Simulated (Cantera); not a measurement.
A freely propagating, adiabatic, planar premixed flame of 6.43 % CH4, 0.424 % C2H6, 0.341 % C3H8, 19.5 % O2, 73.3 % N2, unburnt at 400 K and 750 Torr; unity-Lewis-number transport, grid criteria slope 0.08 and curve 0.16, no radiation.

Model: GRI-Mech 3.0 (53 species, 325 reactions), integrated in Cantera. Unity Lewis numbers drop preferential diffusion, which matters most where H2 and H carry the flame. Burning velocities carry a grid error of a few per cent, more on coarse grids.

x: mole fraction of selected species; z is measured from the peak of heat release.

| z (mm) | T (K) | u (m/s) | x CH4 | x C2H6 | x C3H8 | x C2H | x N2O | x C2H4 |
|---|---|---|---|---|---|---|---|---|
| -1.35 | 400 | 0.433 | 0.0643 | 0.00424 | 0.00341 | <1e-8 | <1e-8 | ___ |
| -0.898 | 403 | 0.436 | 0.0641 | 0.00423 | 0.00340 | <1e-8 | <1e-8 | ___ |
| -0.674 | 414 | 0.448 | 0.0636 | 0.00420 | 0.00336 | <1e-8 | <1e-8 | ___ |
| -0.449 | 490 | 0.531 | 0.0603 | 0.00398 | 0.00314 | <1e-8 | <1e-8 | ___ |
| -0.225 | 874 | 0.955 | 0.0423 | 0.00278 | 0.00194 | <1e-8 | 3.63e-8 | ___ |
| -0.112 | 1250 | 1.38 | 0.0233 | 0.00141 | 0.000760 | <1e-8 | 6.85e-8 | ___ |
| 0 | 1635 | 1.82 | 0.00438 | 8.53e-5 | 2.63e-5 | 8.24e-8 | 1.13e-7 | ___ |
| 0.112 | 1780 | 1.98 | 0.000150 | 1.13e-7 | 1.56e-8 | 2.17e-8 | 1.64e-7 | ___ |
| 0.225 | 1838 | 2.04 | 3.04e-6 | <1e-8 | <1e-8 | <1e-8 | 1.93e-7 | ___ |
| 0.449 | 1910 | 2.11 | <1e-8 | <1e-8 | <1e-8 | <1e-8 | 2.17e-7 | <1e-8 |
| 0.898 | 1985 | 2.18 | <1e-8 | <1e-8 | <1e-8 | <1e-8 | 2.55e-7 | <1e-8 |
| 1.80 | 2046 | 2.24 | <1e-8 | <1e-8 | <1e-8 | <1e-8 | 2.94e-7 | <1e-8 |
| 3.59 | 2084 | 2.27 | <1e-8 | <1e-8 | <1e-8 | <1e-8 | 2.87e-7 | <1e-8 |

Some entries are withheld; supply them.


- -1.35, x C2H4: 6.15e-7
- -0.898, x C2H4: 4.50e-6
- -0.674, x C2H4: 1.97e-5
- -0.449, x C2H4: 0.000123
- -0.225, x C2H4: 0.000623
- -0.112, x C2H4: 0.000922
- 0, x C2H4: 0.000327
- 0.112, x C2H4: 6.73e-6
- 0.225, x C2H4: 6.34e-8
